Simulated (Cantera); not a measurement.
## Thermodynamics of tantalum, niobium, vanadium and zirconium in process gases, feed Nb + O2 + N2

Input: 1 mol Nb, 5.1 mol O2, 1.5 mol N2, equilibrated at 0.133 bar.

Equilibrium computed with Cantera from the NASA thermochemical tables; the gas is ideal and each condensed phase is pure. Candidate condensed phases: Nb, NbO, NbO2, Nb2O5; 12 gas species. Condensed phases not in the tables: the oxides between NbO2 and Nb2O5. Equilibrium is a limit: real reactors are often held back by kinetics, nucleation or transport.

```
T (K)  log p O2  log p N2  log p O  log p NO  log p NbO2  log p NO2  n Nb2O5(s)  n Nb2O5(l)
-----  --------  --------  -------  --------  ----------  ---------  ----------  ----------
898       -1.02     -1.43   -11.81     -5.88        <-12      -6.97       0.500           0
1048      -1.02     -1.43    -9.71     -5.12        <-12      -6.69       0.500           0
1198      -1.02     -1.43    -8.13     -4.55        <-12      -6.48       0.500           0
1348      -1.02     -1.43    -6.90     -4.10        <-12      -6.32       0.500           0
1498      -1.02     -1.43    -5.91     -3.75        <-12      -6.19       0.500           0
1648      -1.02     -1.43    -5.11     -3.46      -11.07      -6.08       0.500           0
1798      -1.02     -1.43    -4.43     -3.22       -9.19      -5.99           0       0.500
1948      -1.02     -1.43    -3.86     -3.02       -7.71      -5.91           0       0.500
2098      -1.02     -1.44    -3.37     -2.84       -6.46      -5.84           0       0.500
2248      -1.03     -1.44    -2.95     -2.70       -5.39      -5.79           0       0.500
2398      -1.03     -1.45    -2.58     -2.57       -4.47      -5.75           0       0.499
2548      -1.05     -1.46    -2.26     -2.47       -3.66      -5.72           0       0.495
2698      -1.07     -1.48    -1.98     -2.38       -2.95      -5.71           0       0.476
```
log p: log10 of the partial pressure in bar; n: condensed amount in mol.

From 898 K to 1648 K the condensed part is Nb2O5(s). From 1798 K to 2698 K the condensed part is Nb2O5(l).
